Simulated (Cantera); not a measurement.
A Cantera script and what it prints.

```python
import numpy as np
import cantera as ct

gas_names = """
    H H2 Ti
""".split()
cond_names = """
    Ti(a) Ti(b) Ti(L)
""".split()


def load(file, names, dense=False):
    # The tables refer to 1 bar. Condensed volumes are neglected.
    table = {s.name: s for s in ct.Species.list_from_file(file)}
    out = []
    for n in names:
        d = dict(table[n].input_data)
        d["thermo"] = dict(d["thermo"], **{"reference-pressure": 1e5})
        if dense:
            d["equation-of-state"] = {"model": "constant-volume", "density": "1e6 g/cm^3"}
        out.append(ct.Species.from_dict(d))
    return out


gas = ct.Solution(thermo="ideal-gas", species=load("nasa_gas.yaml", gas_names))
cond = {s.name: ct.Solution(thermo="fixed-stoichiometry", species=[s], name=s.name)
        for s in load("nasa_condensed.yaml", cond_names, dense=True)}
atoms = {
    'Ti': {'Ti': 1},
    'H2': {'H': 2},
}
top_T = {}  # K; cautious upper limits of use, not melting points


def equilibrate(T, P, feed):
    n = {}
    for name, mol in feed.items():
        for a, k in atoms[name].items():
            n[a] = n.get(a, 0.0) + k * mol
    gas.TPX = T, P, n
    mass = sum(n.values()) * gas.mean_molecular_weight
    gas.equilibrate("TP")
    valid = [c for c in cond.values() if c.min_temp <= T <= top_T.get(c.name, c.max_temp)]
    mix = ct.Mixture([(gas, mass / gas.mean_molecular_weight)] + [(c, 0.0) for c in valid])
    mix.T, mix.P = T, P
    mix.equilibrate("TP", solver="vcs", rtol=1e-11, max_steps=5000)
    return mix


results = []
feed = {'Ti': 1, 'H2': 50}  # mol
T = 1275  # K
P = 133.322  # Pa
mix = equilibrate(T, P, feed)
results.append((T, P, feed, dict(zip(mix.species_names, mix.species_moles))))
print(gas.report(threshold=1e-05))
for i in range(1, mix.n_phases):
    print(f"{mix.phase(i).name:16s} {mix.phase_moles(i):12.5e} mol")
```

It prints:

```
       temperature   1275 K
          pressure   133.32 Pa
           density   2.5354e-05 kg/m^3
  mean mol. weight   2.016 kg/kmol
   phase of matter   gas

                          1 kg             1 kmol
                     ---------------   ---------------
          enthalpy        1.4465e+07        2.9161e+07  J
   internal energy        9.2066e+06         1.856e+07  J
           entropy        1.1347e+05        2.2876e+05  J/K
    Gibbs function       -1.3021e+08        -2.625e+08  J
 heat capacity c_p             15585             31419  J/K
 heat capacity c_v             11461             23105  J/K

                      mass frac. Y      mole frac. X     chem. pot. / RT
                     ---------------   ---------------   ---------------
                 H        1.0094e-05        2.0188e-05           -12.381
                H2           0.99999           0.99998           -24.763
     [   +1 minor]         2.829e-08        1.1915e-09

Ti(b)             1.00000e+00 mol
```

Equilibrium computed with Cantera from the NASA thermochemical tables; the gas is ideal and each condensed phase is pure.
